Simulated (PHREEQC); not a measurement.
Make-up at 3.7 °C: 25 mmol/kgw NaH2PO4, 0.2 mmol/kgw K2HPO4 and 0.0016 mmol/kgw H4SiO4. Closed to the air; pH follows from the charge balance.

Model: ion-association model, wateq4f.dat, run in PHREEQC.

No solid was allowed to form.

### Question
What pH, ionic strength does the model give?

### Answer
pH 5.03; ionic strength 0.0256 mol/kgw.

H3PO4, which wateq4f.dat lacks, is added to it with the constant of phreeqc.dat. Away from 25 °C the constants follow the database's enthalpies or fits; those with neither stay at their 25 °C values.
